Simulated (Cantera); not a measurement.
Input: 1 mol SiHCl3, 52 mol N2, held at 1925 K and 133 Pa.

These are equilibrium values from Cantera (NASA tables, ideal gas, pure condensed phases), not measurements of a reactor. Candidate condensed phases: NH4Cl, Si, Si3N4; 28 gas species. The tables' values for SiCl, SiCl3 are old estimates; treat these amounts as uncertain. Rates play no part.

Base state: N2 0.958, SiCl2 0.0172, HCl 0.0138, Cl 0.00652, H2 0.00175, H 0.00109, Si 0.000780, SiCl 0.000408 (mole fractions); condensed: gas only.

Question: What changes in the equilibrium state with this change: pressure from 133 Pa to 6500 Pa?

Answer: 
```
species    before     after
-------  --------  --------
N2          0.958     0.963
SiCl2      0.0172    0.0177
HCl        0.0138    0.0163
Cl        0.00652   0.00144
SiCl4     2.97e-7   3.57e-5
Si       0.000780   6.91e-6
SiCl3     6.28e-5  0.000700
SiCl     0.000408   3.90e-5
```
The tables' values for SiCl3, SiCl are old estimates; treat these amounts as uncertain.

Question: What changes in the equilibrium state with this change: SiHCl3 replaced by trisilylamine?

Answer: 
```json
[
 {"species": "N2", "before": "0.958", "after": "0.905"},
 {"species": "H2", "before": "0.00175", "after": "0.0740"},
 {"species": "Si", "before": "0.000780", "after": "0.0131"},
 {"species": "SiCl2", "before": "0.0172", "after": "0"},
 {"species": "HCl", "before": "0.0138", "after": "0"},
 {"species": "Cl", "before": "0.00652", "after": "0"},
 {"species": "SiCl", "before": "0.000408", "after": "0"},
 {"species": "SiCl3", "before": "6.28e-5", "after": "0"},
 {"species": "Si(l), mol", "before": "0", "after": "2.19"}
]
```
The feed counts by its element totals alone. The tables' values for SiN are old estimates; treat these amounts as uncertain.
